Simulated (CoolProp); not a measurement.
Dodecamethylpentasiloxane (MD3M) at 413.81 K and 10.6 MPa is throttled through a valve to 6.61 MPa with no heat exchange. Each further row changes one setting.

Computed with CoolProp (reference Helmholtz-energy equation of state, Thol 2019).

```
case                      temperature change (K)  final density (kg/m³)
------------------------  ----------------------  ---------------------
as stated                                      …                      …
outlet pressure 1.98 MPa                       …                    758
outlet pressure 8.59 MPa                       …                      …
```

Q: Fill in the missing entries.

A: 
- as stated, temperature change (K): +1.4
- as stated, final density (kg/m³): 772
- outlet pressure 1.98 MPa, temperature change (K): +2.9
- outlet pressure 8.59 MPa, temperature change (K): +0.7
- outlet pressure 8.59 MPa, final density (kg/m³): 778
